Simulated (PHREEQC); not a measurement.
Model water analysis in mmol/kgw, 20 °C, pH 8.1, pe 10.4:

| constituent | mmol/kgw |
|---|---|
| Na | 0.341 |
| K | 0.175 |
| Ca | 0.205 |
| Mg | 0.241 |
| Cl | 0.387 |
| S(6) | 0.451 |
| Alkalinity (meq/kgw) | 0.123 |
| Pb | 0.0265 |
| N(5) | 0.00175 |
| O(0) (counted as O atoms) | 0.000294 |

Valence states are taken as typed.

All values are PHREEQC results (ion-association model, phreeqc.dat), not measurements.

Precipitation was switched off in this run.

Task: Order these Pb species by the share of Pb that they hold, largest first: PbCO3, PbSO4, Pb+2, PbOH+, Pb(OH)2.

Result: PbCO3 (63 %), PbOH+ (23 %), Pb+2 (11 %), PbSO4 (1.7 %), Pb(OH)2 (1.1 %)

The pH is 8.10 and the ionic strength 0.00220 mol/kgw. Examples of supersaturated solids here: Pb(OH)2, Cerussite. Others may be too. Species that the database lacks are ignored.
